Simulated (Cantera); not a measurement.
Reactions in the system C-Mg-S

Source: NASA polynomial tables (part measured, part estimated), evaluated in Cantera. Values are per mole of reaction as written; species without (g) are pure solids or liquids, kept so even where they would boil at 1 bar.

2 Mg(g) + CS₂(g) = 2 MgS + C

| T (K) | ΔH° (kJ) | ΔS° (J/K) | ΔG° (kJ) | log10 K |
|---|---|---|---|---|
| 1198 | -1083.4 | -401.3 | -602.7 | 26.28 |
| 1298 | -1080.7 | -399.1 | -562.6 | 22.64 |
| 1398 | -1078.0 | -397.1 | -522.8 | 19.53 |
| 1498 | -1075.1 | -395.1 | -483.2 | 16.85 |
| 1598 | -1072.2 | -393.3 | -443.8 | 14.51 |
| 1698 | -1069.2 | -391.4 | -404.6 | 12.44 |
| 1798 | -1066.1 | -389.7 | -365.5 | 10.62 |
| 1898 | -1063.0 | -388.0 | -326.6 | 8.99 |
| 1998 | -1059.7 | -386.3 | -287.9 | 7.53 |
| 2098 | -1056.4 | -384.6 | -249.4 | 6.21 |
| 2198 | -1052.9 | -383.1 | -211.0 | 5.01 |
